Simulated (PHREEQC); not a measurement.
Make-up at 25 °C: 40 mmol/kgw H2SO4 and 0.059 mmol/kgw CuSO4. Closed to the air; pH follows from the charge balance.

All values are PHREEQC results (ion-association model, wateq4f.dat), not measurements.

Each row changes one thing in this solution. No solid was allowed to form.

| case | pH | ionic strength (mol/kgw) | HSO4- (mol/kgw) | SO4-2 (mol/kgw) | Cu+2 (mol/kgw) | CuSO4 (mol/kgw) | SI of Chalcanthite (CuSO4:5H2O) | SI of Tenorite (CuO) |
|---|---|---|---|---|---|---|---|---|
| as made | 1.36 | 0.0645 | 0.0278 | 0.0122 | 4.00e-5 | 1.90e-5 | -4.39 | -9.65 |
| H2SO4 from 0.04 to 0.08 mol/kgw | 1.10 | 0.115 | 0.0626 | 0.0174 | 4.00e-5 | 1.90e-5 | -4.39 | -10.24 |
| H2SO4 from 0.04 to 0.02 mol/kgw | 1.61 | 0.0366 | 0.0118 | 0.00827 | 4.10e-5 | 1.80e-5 | -4.41 | -9.07 |
| diluted 5-fold with water | 1.95 | 0.0172 | 0.00343 | 0.00458 | 8.78e-6 | 3.02e-6 | -5.19 | -8.99 |
| CuSO4 from 5.9e-05 to 0.000295 mol/kgw | 1.36 | 0.0650 | 0.0279 | 0.0123 | 0.000200 | 9.52e-5 | -3.69 | -8.95 |
| H2SO4 left out | 5.83 | 0.000233 | 7.99e-9 | 5.84e-5 | 5.74e-5 | 5.95e-7 | -5.90 | -0.23 |
| H2SO4 from 0.04 to 0.008 mol/kgw | 1.95 | 0.0173 | 0.00344 | 0.00460 | 4.39e-5 | 1.51e-5 | -4.49 | -8.29 |
| 0.047 mol/kgw NaCl added | 1.35 | 0.113 | 0.0260 | 0.0130 | 4.20e-5 | 1.50e-5 | -4.49 | -9.70 |
